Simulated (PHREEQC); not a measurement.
Consider water at 25 °C with 1.1 mmol/kgw TMAH and 12 mmol/kgw (CH3)4NCl. Closed to the air; pH follows from the charge balance.

Equilibrium calculation in PHREEQC: ion-association model, wateq4f.dat.

This is a speciation only: nothing precipitates in the calculation.

### Question
Estimate the pH.

### Answer
pH 10.99.

Complexes and solids missing from the database can't appear. (CH3)4N+ isn't in the database: it is added as a free cation with an ion size of 4 Å.
